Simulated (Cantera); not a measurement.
Charge: 1 mol Al2O3, 2.9 mol HBr, 0.66 mol O2, held at 748.15 K and 0.133 bar.

These are equilibrium values from Cantera (NASA tables, ideal gas, pure condensed phases), not measurements of a reactor. Candidate condensed phases: Al, AlBr3, Al2O3, Br2, H2O; 25 gas species. Rates play no part.

Base state: H2O 0.455, Br2 0.455, HBr 0.0896, Br 0.000203 (mole fractions); condensed: Al2O3(s).

Q: What changes in the equilibrium state with this change: O2 from 0.66 to 0.33 mol?

A: 
| species | before | after |
|---|---|---|
| HBr | 0.0896 | 0.545 |
| H2O | 0.455 | 0.228 |
| Br2 | 0.455 | 0.227 |
| Br | 0.000203 | 0.000143 |
| Al2O3(s), mol | 1.00 | 1.00 |

Q: What changes in the equilibrium state with this change: temperature from 748.15 K to 1550 K?

A: 
```csv
species,before,after
Br,0.000203,0.359
H2O,0.455,0.294
HBr,0.0896,0.200
Br2,0.455,0.115
O2,2.34e-9,0.0323
OH,<1e-9,0.000212
H2,<1e-9,1.62e-5
"Al2O3(s), mol",1.00,1.00
```
Gases not in the tables: Al(OH)3.
